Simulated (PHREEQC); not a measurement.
Model water analysis in mg/L, 20 °C, pH 3.44, pe 12.4: Na 119; K 31.5; Ca 182; Mg 112; Cl 165; S(6) as SO4 956; Cu(2) 27.8; Mn(2) 5.13; Li 2.6.

Valence states are taken as typed.

The numbers come from PHREEQC with the ion-association model, wateq4f.dat.

The ionic strength comes out as 0.0340 mol/kgw. What activity coefficients do K+, LiSO4-, Ca+2, H+, Li+ get?

K+ 0.84, LiSO4- 0.85, Ca+2 0.52, H+ 0.87, Li+ 0.86.

Precipitation was switched off in this run.
